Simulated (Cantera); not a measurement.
# Diamond growth

A diamond (100) surface in a fixed gas of H2 with x(CH4) = 0.003, x(CH3) = 3.6e-05, at 1275 K, 2400 Pa; coverages are run to steady state.

Cantera simulation using the Harris–Goodwin 1993 mechanism for the reconstructed diamond (100) surface; the numbers are that mechanism's predictions, not measurements.

```json
[
 {"x(H)": "0.0001", "growth (µm/h)": "0.00450", "θ c6HH": "0.650", "θ c6H*": "0.0284", "θ c6*H": "0.317", "θ c6**": "0.00438"},
 {"x(H)": "0.00021", "growth (µm/h)": "0.0152", "θ c6HH": "0.551", "θ c6H*": "0.0361", "θ c6*H": "0.403", "θ c6**": "0.00985"},
 {"x(H)": "0.00044", "growth (µm/h)": "0.0365", "θ c6HH": "0.480", "θ c6H*": "0.0413", "θ c6*H": "0.460", "θ c6**": "0.0178"},
 {"x(H)": "0.00094", "growth (µm/h)": "0.0666", "θ c6HH": "0.436", "θ c6H*": "0.0442", "θ c6*H": "0.492", "θ c6**": "0.0267"},
 {"x(H)": "0.002", "growth (µm/h)": "0.0994", "θ c6HH": "0.413", "θ c6H*": "0.0455", "θ c6*H": "0.508", "θ c6**": "0.0338"},
 {"x(H)": "0.0042", "growth (µm/h)": "0.135", "θ c6HH": "0.401", "θ c6H*": "0.0462", "θ c6*H": "0.515", "θ c6**": "0.0383"},
 {"x(H)": "0.0087", "growth (µm/h)": "0.185", "θ c6HH": "0.395", "θ c6H*": "0.0465", "θ c6*H": "0.518", "θ c6**": "0.0409"},
 {"x(H)": "0.018", "growth (µm/h)": "0.265", "θ c6HH": "0.392", "θ c6H*": "0.0467", "θ c6*H": "0.519", "θ c6**": "0.0422"},
 {"x(H)": "0.039", "growth (µm/h)": "0.400", "θ c6HH": "0.390", "θ c6H*": "0.0468", "θ c6*H": "0.520", "θ c6**": "0.0429"}
]
```
θ: site fractions in the mechanism's names (c6HH fully hydrogenated, c6H* and c6*H radical sites, c6** diradical, c6HM methylated).
